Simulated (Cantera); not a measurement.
A closed system holds: 1 mol SiHCl3, 38 mol N2, held at 1950 K and 0.750 Torr.

These are equilibrium values from Cantera (NASA tables, ideal gas, pure condensed phases), not measurements of a reactor. Candidate condensed phases: NH4Cl, Si, Si3N4; 28 gas species. The tables' values for SiCl, SiCl3, SiN are old estimates; treat these amounts as uncertain. The numbers say what is thermodynamically allowed, not how fast it happens.

Base state: N2 0.943, SiCl2 0.0225, HCl 0.0183, Cl 0.0102, H2 0.00238, H 0.00177, Si 0.00150, SiCl 0.000678 (mole fractions); condensed: gas only.

**Question.** What changes in the equilibrium state with this change: SiHCl3 replaced by SiH2Cl2?

**Answer.** 
```json
[
 {"species": "N2", "before": "0.943", "after": "0.937"},
 {"species": "HCl", "before": "0.0183", "after": "0.0154"},
 {"species": "H2", "before": "0.00238", "after": "0.0148"},
 {"species": "SiCl2", "before": "0.0225", "after": "0.0146"},
 {"species": "Si", "before": "0.00150", "after": "0.00853"},
 {"species": "Cl", "before": "0.0102", "after": "0.00344"},
 {"species": "Si2", "before": "8.70e-7", "after": "2.80e-5"},
 {"species": "Si2N", "before": "1.18e-6", "after": "3.79e-5"},
 {"species": "SiH", "before": "1.77e-6", "after": "2.51e-5"},
 {"species": "SiN", "before": "1.36e-5", "after": "7.68e-5"}
]
```
The tables' values for SiCl, SiN, SiCl3 are old estimates; treat these amounts as uncertain.
